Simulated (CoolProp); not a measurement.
Vapour-liquid equilibrium of n-octane (1) + o-xylene (2) at 0.0472 MPa; x and y are mole fractions of (1).

The numbers come from the multi-fluid Helmholtz-energy mixture model, Beckmüller 2019 and Zhou 2012; pair parameters Bell 2016 in CoolProp.

Task: Give the bubble temperature and the first vapour's composition at x = 0.5, 0.8, 0.95. Is there an azeotrope?

Result: x = 0.5: 380.2 K, y = 0.631; x = 0.8: 375.9 K, y = 0.867; x = 0.95: 374.0 K, y = 0.968. No azeotrope shows between x = 0.05 and 0.95.

The pair parameters rest on a limited set of measurements; away from them the model extrapolates.
